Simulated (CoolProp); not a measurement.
Chlorine along the isotherm 161.55 °C: Z from the reference equation and from simpler models built on Tc = 143.7 °C, pc = 7.642 MPa, ω = 0.070; each cubic takes its own stable root.

Model: reference Helmholtz-energy equation of state, Thol 2021, in CoolProp.

```json
[
 {"p (MPa)": "1.04", "phase": "gas", "reference": "0.9611"},
 {"p (MPa)": "2.08", "phase": "gas", "reference": "0.9199"},
 {"p (MPa)": "3.13", "phase": "gas", "reference": "0.8754"},
 {"p (MPa)": "4.17", "phase": "gas", "reference": "0.8273"},
 {"p (MPa)": "5.21", "phase": "gas", "reference": "0.7739"},
 {"p (MPa)": "6.25", "phase": "gas", "reference": "0.7129"},
 {"p (MPa)": "7.29", "phase": "gas", "reference": "0.6398"},
 {"p (MPa)": "8.34", "phase": "supercritical", "reference": "0.5428"},
 {"p (MPa)": "9.38", "phase": "supercritical", "reference": "0.3880"},
 {"p (MPa)": "10.4", "phase": "supercritical", "reference": "0.2800"},
 {"p (MPa)": "11.5", "phase": "supercritical", "reference": "0.2759"}
]
```

Question: How far does each simpler model (van der Waals, Peng-Robinson) lie from the reference over these 11 states: mean and median of the absolute difference, and the worst?

Answer: 
- van der Waals: mean 6.5 %, median 0.4 %, worst +34.8 % at 161.55 °C and 11.5 MPa
- Peng-Robinson: mean 5.7 %, median 4.6 %, worst +16.0 % at 161.55 °C and 10.4 MPa
